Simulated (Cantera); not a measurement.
Diamond growth

A diamond (100) surface in a fixed gas of H2 with x(CH4) = 0.0035, x(H) = 0.0071, at 1400 K, 58.5 Torr; coverages are run to steady state.

Detailed kinetics in Cantera: the Harris–Goodwin 1993 mechanism for the reconstructed diamond (100) surface.

```json
[
 {"x(CH3)": "1e-06", "growth (µm/h)": "0.0195", "θ c6HH": "0.337", "θ c6H*": "0.0595", "θ c6*H": "0.544", "θ c6**": "0.0600", "θ c6HM": "5.80e-7"},
 {"x(CH3)": "2.2e-06", "growth (µm/h)": "0.0428", "θ c6HH": "0.337", "θ c6H*": "0.0595", "θ c6*H": "0.544", "θ c6**": "0.0600", "θ c6HM": "1.28e-6"},
 {"x(CH3)": "4.9e-06", "growth (µm/h)": "0.0954", "θ c6HH": "0.337", "θ c6H*": "0.0595", "θ c6*H": "0.544", "θ c6**": "0.0600", "θ c6HM": "2.84e-6"},
 {"x(CH3)": "1.1e-05", "growth (µm/h)": "0.214", "θ c6HH": "0.337", "θ c6H*": "0.0595", "θ c6*H": "0.544", "θ c6**": "0.0600", "θ c6HM": "6.37e-6"},
 {"x(CH3)": "2.4e-05", "growth (µm/h)": "0.467", "θ c6HH": "0.337", "θ c6H*": "0.0595", "θ c6*H": "0.544", "θ c6**": "0.0600", "θ c6HM": "1.39e-5"},
 {"x(CH3)": "5.3e-05", "growth (µm/h)": "1.03", "θ c6HH": "0.337", "θ c6H*": "0.0595", "θ c6*H": "0.544", "θ c6**": "0.0599", "θ c6HM": "3.07e-5"},
 {"x(CH3)": "0.00012", "growth (µm/h)": "2.33", "θ c6HH": "0.337", "θ c6H*": "0.0595", "θ c6*H": "0.543", "θ c6**": "0.0598", "θ c6HM": "6.94e-5"},
 {"x(CH3)": "0.00026", "growth (µm/h)": "5.03", "θ c6HH": "0.337", "θ c6H*": "0.0595", "θ c6*H": "0.543", "θ c6**": "0.0596", "θ c6HM": "0.000150"},
 {"x(CH3)": "0.00057", "growth (µm/h)": "10.9", "θ c6HH": "0.337", "θ c6H*": "0.0594", "θ c6*H": "0.543", "θ c6**": "0.0590", "θ c6HM": "0.000328"}
]
```
θ: site fractions in the mechanism's names (c6HH fully hydrogenated, c6H* and c6*H radical sites, c6** diradical, c6HM methylated).
